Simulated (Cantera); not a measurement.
Input: 1 mol Ca(OH)₂, 0.26 mol H₂O, 2.4 mol H₂, at 0.00310 bar.

These are equilibrium values from Cantera (NASA tables, ideal gas, pure condensed phases), not measurements of a reactor. Candidate condensed phases: Ca, CaO, Ca(OH)₂, H₂O; 14 gas species. Kinetics and transport are ignored. All values below are at 1302 °C.

Base state: H₂ 0.655, H₂O 0.344, H 0.000604, OH 1.15e-5 (mole fractions); condensed: CaO(s).

### Question
What changes in the equilibrium state with this change: pressure from 0.00310 bar to 0.000170 bar?

### Answer
```
species        before    after
-----------  --------  -------
H₂              0.655    0.654
H₂O             0.344    0.344
H            0.000604  0.00258
OH            1.15e-5  4.92e-5
CaO(s), mol     1.000    1.000
```
